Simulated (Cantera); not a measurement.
# Equilibrium for halide evaporation, hydrolysis and transport: PbF2 + HF + N2

Charge: 1 mol PbF2, 0.018 mol HF, 18 mol N2, held at 0.620 Pa.

These are equilibrium values from Cantera (NASA tables, ideal gas, pure condensed phases), not measurements of a reactor. Candidate condensed phases: Pb, PbF2; 26 gas species. Kinetics and transport are ignored.

| T (°C) | x N2 | x F | x Pb | x PbF2 |
|---|---|---|---|---|
| 1425 | 0.909 | 0.0395 | 0.0177 | 0.0243 |
| 1450 | 0.900 | 0.0491 | 0.0216 | 0.0202 |
| 1475 | 0.891 | 0.0587 | 0.0260 | 0.0157 |
| 1500 | 0.882 | 0.0678 | 0.0305 | 0.0113 |
| 1525 | 0.875 | 0.0756 | 0.0347 | 0.00749 |
| 1550 | 0.869 | 0.0818 | 0.0382 | 0.00463 |
| 1575 | 0.865 | 0.0862 | 0.0409 | 0.00270 |
| 1600 | 0.862 | 0.0892 | 0.0429 | 0.00151 |
| 1625 | 0.860 | 0.0912 | 0.0442 | 0.000827 |
| 1650 | 0.859 | 0.0925 | 0.0452 | 0.000449 |
| 1675 | 0.858 | 0.0933 | 0.0458 | 0.000244 |
| 1700 | 0.858 | 0.0938 | 0.0463 | 0.000133 |
| 1725 | 0.857 | 0.0942 | 0.0466 | 7.32e-5 |
| 1750 | 0.857 | 0.0944 | 0.0469 | 4.07e-5 |
x: gas mole fraction; nothing condenses.

From 1425 °C to 1750 °C nothing is condensed. The main Pb-bearing gas is PbF2 at 1425 °C and Pb at 1750 °C.
